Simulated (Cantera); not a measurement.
Standard-state values (1 bar) from the NASA 1993 polynomials, evaluated with Cantera. Values are per mole of reaction as written; species without (g) are pure solids or liquids, kept so even where they would boil at 1 bar.

Task: Between 800 and 1025 K, where is each reaction favourable under standard conditions?
- 2 H2S(g) = 4 H(g) + S2(g)
- S + H2(g) = H2S(g)
- 2 H(g) + S = H2S(g)

Result: 
- 2 H2S(g) = 4 H(g) + S2(g): ΔG° is 808 kJ at 800 K and 735 kJ at 1025 K; it stays positive (K < 1). ΔH° is 1069 kJ and ΔS° 326 J/K at 1025 K.
- S + H2(g) = H2S(g): ΔG° is -46 kJ at 800 K and -48 kJ at 1025 K; it stays negative (K > 1). ΔH° is -39 kJ and ΔS° 9 J/K at 1025 K.
- 2 H(g) + S = H2S(g): ΔG° is -399 kJ at 800 K and -376 kJ at 1025 K; it stays negative (K > 1). ΔH° is -484 kJ and ΔS° -105 J/K at 1025 K.
